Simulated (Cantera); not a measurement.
Feed: 1 mol SiO2, 2000 mol H2, held at 1.00 bar.

These are equilibrium values from Cantera (NASA tables, ideal gas, pure condensed phases), not measurements of a reactor. Candidate condensed phases: H2O, Si, SiO2; 18 gas species. The tables hold silica as quartz up to 1696 K and as liquid above; real silica turns to tridymite and cristobalite and melts near 1996 K. Rates play no part.

x: gas mole fraction; n: condensed amount in mol.

```
T (K)   x H2     x H2O     x SiO       x H   x SiH2   x SiH4  n SiO2(β-quartz)
-----  -----  --------  --------  --------  -------  -------  ----------------
1348   1.000   3.58e-6   3.54e-6   2.31e-6  3.81e-9  1.88e-8             0.993
1398   1.000         ?         ?         ?        ?        ?             0.983
1448   1.000   1.90e-5   1.90e-5   9.22e-6  7.15e-9  9.17e-9             0.962
1498   1.000   4.02e-5   4.02e-5   1.72e-5  9.45e-9  6.63e-9             0.920
1548   1.000   8.11e-5   8.10e-5   3.08e-5  1.23e-8  4.89e-9             0.838
1598   1.000  0.000156  0.000156   5.32e-5  1.57e-8  3.69e-9             0.688
1648   0.999  0.000289  0.000289   8.90e-5  1.98e-8  2.83e-9             0.423
1698   0.999  0.000500  0.000500  0.000145  2.45e-8  2.20e-9                 0
1748   0.999  0.000500  0.000500         ?        ?        ?                 0
1798   0.999  0.000500  0.000500  0.000352  3.66e-8  1.40e-9                 0
```

Question: What belongs in the gaps?

Answer: 
- 1398, x H2O: 8.50e-6
- 1398, x SiO: 8.46e-6
- 1398, x H: 4.73e-6
- 1398, x SiH2: 5.29e-9
- 1398, x SiH4: 1.30e-8
- 1748, x H: 0.000228
- 1748, x SiH2: 3.01e-8
- 1748, x SiH4: 1.74e-9
